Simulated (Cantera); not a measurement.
A closed system holds: 1 mol FeS₂, 0.74 mol H₂S, 1.2 mol N₂, 1.4 mol SO₂, at 0.100 bar.

Method: chemical equilibrium by Gibbs-energy minimisation in Cantera with the NASA 1993 tables (ideal gas, pure condensed phases). Candidate condensed phases: Fe, FeO, Fe(OH)₂, Fe(OH)₃, FeS, FeSO₄, FeS₂, Fe₂O₃, Fe₂(SO₄)₃, Fe₃O₄, H₂O, H₂SO₄, S; 38 gas species. FeS: taken at fixed stoichiometry. Gases not in the tables: S₃ to S₇. Kinetics and transport are ignored. All values below are at 1048 K.

Base state: N₂ 0.300, SO₂ 0.266, S₂ 0.243, H₂O 0.161, H₂S 0.0219, S₂O 0.00572, H₂ 0.00170, SO 8.30e-5 (mole fractions); condensed: FeS(s).

Problem. What changes in the equilibrium state with this change: H₂S from 0.74 to 0.37 mol?

Solution. 
| species | before | after |
|---|---|---|
| SO₂ | 0.266 | 0.345 |
| N₂ | 0.300 | 0.338 |
| S₂ | 0.243 | 0.207 |
| H₂O | 0.161 | 0.0935 |
| H₂S | 0.0219 | 0.00989 |
| H₂ | 0.00170 | 0.000831 |
| SH | 2.51e-5 | 1.62e-5 |
| SO | 8.30e-5 | 9.07e-5 |
| S₂O | 0.00572 | 0.00578 |
| FeS(s), mol | 1.00 | 1.00 |

Problem. What changes in the equilibrium state with this change: pressure from 0.100 bar to 0.0100 bar?

Solution. 
| species | before | after |
|---|---|---|
| N₂ | 0.300 | 0.299 |
| SO₂ | 0.266 | 0.263 |
| S₂ | 0.243 | 0.250 |
| H₂S | 0.0219 | 0.0132 |
| H₂O | 0.161 | 0.168 |
| H₂ | 0.00170 | 0.00318 |
| SO | 8.30e-5 | 0.000148 |
| S₂O | 0.00572 | 0.00327 |
| FeS(s), mol | 1.00 | 1.00 |
